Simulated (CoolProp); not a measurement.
Vapour-liquid equilibrium of R22 (1) + R142b (2) at 322.1 K; x and y are mole fractions of (1).

Model: multi-fluid Helmholtz-energy mixture model, Kamei 1995 and Lemmon 2006; pair parameters Bell 2016, in CoolProp.

```csv
x,"bubble pressure, mixture model (MPa)","bubble pressure, Raoult's law (MPa)","y, mixture model","y, Raoult's law"
0.05,0.7174,0.7258,0.108,0.131
0.125,0.7964,0.8182,0.245,0.290
0.2,0.8754,0.9106,0.359,0.416
0.275,0.9554,1.003,0.456,0.520
0.35,1.037,1.095,0.541,0.606
0.425,1.122,1.188,0.617,0.678
0.5,1.209,1.280,0.685,0.741
0.575,1.300,1.373,0.746,0.794
0.65,1.395,1.465,0.802,0.841
0.725,1.495,1.557,0.852,0.883
0.8,1.599,1.650,0.898,0.919
0.875,1.707,1.742,0.939,0.952
0.95,1.819,1.835,0.977,0.982
```

The largest gap from Raoult's law is -5.6 % in bubble pressure, at x = 0.425. No azeotrope shows between x = 0.05 and 0.95.

Pair parameters are fitted to limited data, so mixtures are less certain than the pure fluids.
